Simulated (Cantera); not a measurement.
A perfectly stirred reactor is fed with N2O : H2O = 1 : 0.2 (molar parts), at 0.0263 atm; it is held at 1548 K, and followed from long to short residence time.

Computed with Cantera and GRI-Mech 3.0 (53 species, 325 reactions). GRI-Mech 3.0 was tuned for natural gas; its chemistry of N2O as a main component is partial and can be far from experiment. Radical loss at walls, strong at low pressure, is not modelled. The temperature is held fixed by assumption; the heat of reaction is taken as removed at once.

Problem. What does this change do: pressure from 0.0263 atm to 0.987 atm?

Solution. 
| quantity | before | after |
|---|---|---|
| x(N2O) at τ = 4.90 s | 0.0282 | 0.00146 |
| x(H2O) at τ = 4.90 s | 0.119 | 0.118 |
| x(NO2) at τ = 4.90 s | 6.84e-5 | 0.000105 |
| x(O) at τ = 4.90 s | 9.61e-5 | 1.05e-5 |
| x(H2O2) at τ = 4.90 s | 6.81e-9 | 3.38e-8 |
| x(N2O) at τ = 0.130 s | 0.451 | 0.0405 |
| x(H2O) at τ = 0.130 s | 0.144 | 0.120 |
| x(NO2) at τ = 0.130 s | 0.000575 | 0.000446 |
| x(O) at τ = 0.130 s | 0.000132 | 4.51e-5 |
| x(H2O2) at τ = 0.130 s | 6.08e-8 | 9.90e-8 |

Problem. What does this change do: temperature 1548 to 1200 K?

Solution. 
```json
[
 {"quantity": "x(N2O) at τ = 4.90 s", "before": "0.0282", "after": "0.691"},
 {"quantity": "x(H2O) at τ = 4.90 s", "before": "0.119", "after": "0.158"},
 {"quantity": "x(NO2) at τ = 4.90 s", "before": "6.84e-5", "after": "0.000647"},
 {"quantity": "x(O) at τ = 4.90 s", "before": "9.61e-5", "after": "2.44e-6"},
 {"quantity": "x(H2O2) at τ = 4.90 s", "before": "6.81e-9", "after": "1.43e-8"},
 {"quantity": "x(N2O) at τ = 0.130 s", "before": "0.451", "after": "0.829"},
 {"quantity": "x(H2O) at τ = 0.130 s", "before": "0.144", "after": "0.166"},
 {"quantity": "x(NO2) at τ = 0.130 s", "before": "0.000575", "after": "5.89e-5"},
 {"quantity": "x(O) at τ = 0.130 s", "before": "0.000132", "after": "2.81e-6"},
 {"quantity": "x(H2O2) at τ = 0.130 s", "before": "6.08e-8", "after": "1.19e-7"}
]
```
The mechanism lacks the step 2 NO + O2 → 2 NO2, which can matter for NO2 below about 1400 K.
